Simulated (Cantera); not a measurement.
# Premixed flame

A freely propagating, adiabatic, planar premixed flame of 20.4 % CO, 3.88 % H2, 2.66 % CH4, 14.6 % O2, 54.8 % N2, 3.68 % CO2, unburnt at 325 K and 398 Torr; mixture-averaged transport, grid criteria slope 0.08 and curve 0.16, no radiation.

Cantera simulation using GRI-Mech 3.0 (53 species, 325 reactions); the numbers are that mechanism's predictions, not measurements. Burning velocities carry a grid error of a few per cent, more on coarse grids.

| z (mm) | T (K) | u (m/s) | x CO | x H2 | x CH4 | x HO2 | x CH3 | x C2H4 |
|---|---|---|---|---|---|---|---|---|
| -2.40 | 325 | 0.863 | 0.204 | 0.0388 | 0.0266 | <1e-8 | <1e-8 | <1e-8 |
| -1.60 | 325 | 0.863 | 0.204 | 0.0387 | 0.0266 | <1e-8 | <1e-8 | <1e-8 |
| -1.20 | 325 | 0.863 | 0.204 | 0.0385 | 0.0266 | 5.65e-8 | <1e-8 | <1e-8 |
| -0.799 | 326 | 0.865 | 0.205 | 0.0377 | 0.0266 | 1.57e-6 | <1e-8 | <1e-8 |
| -0.400 | 424 | 1.12 | 0.203 | 0.0331 | 0.0258 | 0.000237 | 2.56e-6 | 2.84e-7 |
| -0.200 | 797 | 2.10 | 0.194 | 0.0279 | 0.0200 | 0.000106 | 5.15e-5 | 3.98e-6 |
| 0 | 1252 | 3.28 | 0.179 | 0.0207 | 0.00590 | 5.04e-5 | 0.000255 | 6.86e-6 |
| 0.200 | 1477 | 3.83 | 0.152 | 0.0126 | 0.000292 | 1.47e-5 | 2.79e-5 | 1.63e-7 |
| 0.400 | 1574 | 4.04 | 0.128 | 0.0101 | 6.00e-6 | 8.41e-6 | 7.93e-7 | <1e-8 |
| 0.799 | 1685 | 4.26 | 0.107 | 0.0105 | <1e-8 | 5.35e-6 | <1e-8 | <1e-8 |
| 1.60 | 1798 | 4.51 | 0.0990 | 0.0103 | <1e-8 | 3.77e-6 | <1e-8 | <1e-8 |
| 3.20 | 1914 | 4.76 | 0.0946 | 0.00922 | <1e-8 | 2.59e-6 | <1e-8 | <1e-8 |
| 6.39 | 2021 | 4.99 | 0.0882 | 0.00795 | <1e-8 | 1.64e-6 | <1e-8 | <1e-8 |
x: mole fraction of selected species; z is measured from the peak of heat release.

```
Property                      Value
------------------------  ---------
laminar burning velocity  86.3 cm/s
thermal thickness          0.799 mm
peak x(HO2)                0.000258
peak x(CH3)                0.000264
peak x(C2H4)                8.58e-6
grid points                     147
```
